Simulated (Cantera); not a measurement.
**Ammonia decomposition in nitride growth gas**

An isothermal, constant-pressure homogeneous reactor starts with NH3 : H2 = 1 : 0.97 (molar parts), at 1673 K and 6700 Pa.

Model: the gas-phase N/H chemistry of the illustrative SiF4/NH3 mechanism in the Surface Chemkin manual (1991), integrated in Cantera. Walls and surfaces, which speed up NH3 decomposition in real reactors, are not modelled.

```json
[
 {"t (s)": "2.00e-5", "x NH3": "0.508", "x H2": "0.492", "x N2": "<1e-12", "x N2H2": "<1e-12", "x NH2": "1.40e-7", "x N2H4": "<1e-12"},
 {"t (s)": "0.000138", "x NH3": "0.508", "x H2": "0.492", "x N2": "<1e-12", "x N2H2": "7.98e-12", "x NH2": "9.90e-7", "x N2H4": "<1e-12"},
 {"t (s)": "0.000946", "x NH3": "0.508", "x H2": "0.492", "x N2": "2.08e-9", "x N2H2": "9.33e-10", "x NH2": "6.83e-6", "x N2H4": "3.43e-11"},
 {"t (s)": "0.00650", "x NH3": "0.508", "x H2": "0.492", "x N2": "1.28e-6", "x N2H2": "5.83e-8", "x NH2": "4.65e-5", "x N2H4": "1.64e-9"},
 {"t (s)": "0.0447", "x NH3": "0.507", "x H2": "0.493", "x N2": "0.000249", "x N2H2": "7.65e-7", "x NH2": "0.000148", "x N2H4": "1.68e-8"},
 {"t (s)": "0.308", "x NH3": "0.499", "x H2": "0.498", "x N2": "0.00276", "x N2H2": "7.59e-7", "x NH2": "0.000148", "x N2H4": "1.66e-8"},
 {"t (s)": "2.11", "x NH3": "0.451", "x H2": "0.530", "x N2": "0.0186", "x N2H2": "6.53e-7", "x NH2": "0.000138", "x N2H4": "1.46e-8"},
 {"t (s)": "14.5", "x NH3": "0.250", "x H2": "0.665", "x N2": "0.0855", "x N2H2": "2.80e-7", "x NH2": "9.29e-5", "x N2H4": "6.56e-9"},
 {"t (s)": "100", "x NH3": "0.0240", "x H2": "0.815", "x N2": "0.160", "x N2H2": "1.13e-8", "x NH2": "1.74e-5", "x N2H4": "2.28e-10"}
]
```
x: mole fraction; the columns are a selection and need not sum to one.

Equilibrium at this temperature and pressure: NH3 8.00e-7, H2 0.831, N2 0.168, N2H2 <1e-12, NH2 9.69e-10, N2H4 <1e-12 (gas phase only).
